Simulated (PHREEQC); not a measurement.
Consider water at 25 °C with 0.8 mol/kgw KOH and 0.0056 mol/kgw K2SO4. Closed to the air; pH follows from the charge balance.

Computed with PHREEQC (Pitzer model, pitzer.dat).

### Question
The ionic strength comes out as 0.817 mol/kgw. What activity coefficients do K+, SO4-2, OH- get?

### Answer
K+ 0.67, SO4-2 0.090, OH- 0.81. Single-ion values are on the MacInnes scale.

No solid was allowed to form. Complexes and solids missing from the database can't appear.
